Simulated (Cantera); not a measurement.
## Low-pressure radical oxidation in H2/O2

A perfectly stirred reactor is fed with 8.42 % H2, 91.6 % O2, equivalence ratio 0.046, at 16.5 Torr; it is held at 1200 K, and followed from long to short residence time.

Model: the H2/O2 subset of GRI-Mech 3.0, which has no nitrogen chemistry, integrated in Cantera. Radical loss at walls, strong at low pressure, is not modelled. The temperature is held fixed by assumption; the heat of reaction is taken as removed at once.

```tsv
τ (s)	x H2	x O2	x H2O	x O	x H2O2	x H
2.3	0.000120	0.911	0.0873	0.000980	1.27e-7	5.64e-5
0.90	0.000215	0.910	0.0870	0.00181	1.60e-7	0.000143
0.35	0.000381	0.908	0.0864	0.00333	1.96e-7	0.000359
0.14	0.000657	0.905	0.0854	0.00588	2.30e-7	0.000860
0.055	0.00113	0.900	0.0837	0.0102	2.61e-7	0.00202
0.022	0.00191	0.893	0.0809	0.0164	2.86e-7	0.00432
0.0086	0.00325	0.883	0.0764	0.0242	3.10e-7	0.00830
0.0034	0.00557	0.875	0.0703	0.0306	3.46e-7	0.0132
```
x: mole fraction; the columns are a selection and need not sum to one.
